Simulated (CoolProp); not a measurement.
Saturation properties of CF4 (R14).

Computed with CoolProp (reference Helmholtz-energy equation of state, Platzer 1990). This equation is an older, rougher fit; its heat capacities, sound speeds and derivatives of the liquid may be far off and weren't checked against measurements.

```json
[
 {"T (K)": "129.3", "p (MPa)": "0.02852", "vapour density (kg/m³)": "2.366", "surface tension (mN/m)": "14.9", "liquid conductivity (mW/(m K))": "108"},
 {"T (K)": "135.2", "p (MPa)": "0.04762", "vapour density (kg/m³)": "3.803", "surface tension (mN/m)": "13.8", "liquid conductivity (mW/(m K))": "103"},
 {"T (K)": "141.1", "p (MPa)": "0.07575", "vapour density (kg/m³)": "5.846", "surface tension (mN/m)": "12.7", "liquid conductivity (mW/(m K))": "98.6"},
 {"T (K)": "147", "p (MPa)": "0.1156", "vapour density (kg/m³)": "8.654", "surface tension (mN/m)": "11.7", "liquid conductivity (mW/(m K))": "94.1"},
 {"T (K)": "152.9", "p (MPa)": "0.1700", "vapour density (kg/m³)": "12.41", "surface tension (mN/m)": "10.6", "liquid conductivity (mW/(m K))": "89.7"},
 {"T (K)": "158.8", "p (MPa)": "0.2422", "vapour density (kg/m³)": "17.31", "surface tension (mN/m)": "9.58", "liquid conductivity (mW/(m K))": "85.2"},
 {"T (K)": "164.7", "p (MPa)": "0.3356", "vapour density (kg/m³)": "23.59", "surface tension (mN/m)": "8.57", "liquid conductivity (mW/(m K))": "80.8"},
 {"T (K)": "170.6", "p (MPa)": "0.4538", "vapour density (kg/m³)": "31.53", "surface tension (mN/m)": "7.59", "liquid conductivity (mW/(m K))": "76.4"}
]
```

It boils at 145.1 K under 1 atm.

Thermal conductivity comes from a separate model (Huber 2003), an estimate that may be off by 10 % or more. Surface tension comes from a separate correlation (Mulero 2012).
